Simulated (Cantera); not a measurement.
An isothermal, constant-pressure homogeneous reactor starts with 26.3 % CH4, 50.0 % H2O, 23.7 % H2, at 1298 K and 750 Torr.

Detailed kinetics in Cantera: GRI-Mech 3.0 (53 species, 325 reactions).

Task: Predict: x(CH4) at 10.0 s; x(H2O) at 10.0 s; x(H2) at 10.0 s; x(H) at 10.0 s.

Result: 
```json
{
 "x(CH4) at 10.0 s": "0.239 (gas-phase equilibrium 2.67e-5)",
 "x(H2O) at 10.0 s": "0.492 (gas-phase equilibrium 0.138)",
 "x(H2) at 10.0 s": "0.259 (gas-phase equilibrium 0.690)",
 "x(H) at 10.0 s": "3.85e-7 (gas-phase equilibrium 8.96e-7)"
}
```
